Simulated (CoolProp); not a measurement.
Properties of chlorine along the isotherm 405.4 K.

Model: reference Helmholtz-energy equation of state, Thol 2021, in CoolProp.

```
p (bar)   phase  density (kg/m³)  isothermal compressibility (1/MPa)  expansivity (1/kK)  fugacity coefficient
-------  ------  ---------------  ----------------------------------  ------------------  --------------------
0.363       gas           0.7649                               27.59               2.480                0.9983
0.687       gas            1.450                               14.60               2.492                0.9969
1.3         gas            2.751                               7.739               2.514                0.9941
2.47        gas            5.256                               4.095               2.559                0.9888
4.68        gas            10.06                               2.185               2.646                0.9787
8.88        gas       (withheld)                               1.177          (withheld)                0.9598
16.8        gas       (withheld)                          (withheld)               3.244                0.9241
31.9        gas            80.56                              0.3880               4.469                0.8565
60.5        gas            218.7                              0.4229          (withheld)                0.7240
115      liquid             1031                          (withheld)               5.221                0.4400
```

Q: Complete the blanks.

A: 
- 8.88, density (kg/m³): 19.49
- 8.88, expansivity (1/kK): 2.829
- 16.8, density (kg/m³): 38.48
- 16.8, isothermal compressibility (1/MPa): 0.6519
- 60.5, expansivity (1/kK): 17.26
- 115, isothermal compressibility (1/MPa): 0.01385
